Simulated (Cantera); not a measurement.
An adiabatic, constant-volume homogeneous reactor starts with CH₄ : O₂ : N₂ = 1 : 3.08 : 11.6 (molar parts), at 1325 K and 0.987 atm. Integrator tolerance rtol = 1e-08.

Model: GRI-Mech 3.0 (53 species, 325 reactions), integrated in Cantera.

What does this change do: initial temperature 1325 to 1550 K?


| quantity | before | after |
|---|---|---|
| time of steepest temperature rise | 6.61 ms | 0.617 ms |
| temperature at 4.00 s | 2654 K | 2742 K |
| equilibrium temperature | 2654 K | 2742 K |
| x(CH₄) at 4.00 s | <1e-12 (gas-phase equilibrium <1e-12) | <1e-12 (gas-phase equilibrium <1e-12) |
| x(O₂) at 4.00 s | 0.0619 (gas-phase equilibrium 0.0619) | 0.0617 (gas-phase equilibrium 0.0617) |
| x(C₂H₆) at 4.00 s | <1e-12 (gas-phase equilibrium <1e-12) | <1e-12 (gas-phase equilibrium <1e-12) |
| x(CH₃) at 4.00 s | <1e-12 (gas-phase equilibrium <1e-12) | <1e-12 (gas-phase equilibrium <1e-12) |
| x(CO) at 4.00 s | 0.0115 (gas-phase equilibrium 0.0115) | 0.0164 (gas-phase equilibrium 0.0164) |

What does this change do: pressure from 0.987 atm to 3.85 atm?


```csv
quantity,before,after
time of steepest temperature rise,6.61 ms,2.12 ms
temperature at 4.00 s,2654 K,2720 K
equilibrium temperature,2654 K,2720 K
x(CH₄) at 4.00 s,<1e-12 (gas-phase equilibrium <1e-12),<1e-12 (gas-phase equilibrium <1e-12)
x(O₂) at 4.00 s,0.0619 (gas-phase equilibrium 0.0619),0.0605 (gas-phase equilibrium 0.0605)
x(C₂H₆) at 4.00 s,<1e-12 (gas-phase equilibrium <1e-12),<1e-12 (gas-phase equilibrium <1e-12)
x(CH₃) at 4.00 s,<1e-12 (gas-phase equilibrium <1e-12),<1e-12 (gas-phase equilibrium <1e-12)
x(CO) at 4.00 s,0.0115 (gas-phase equilibrium 0.0115),0.00843 (gas-phase equilibrium 0.00843)
```
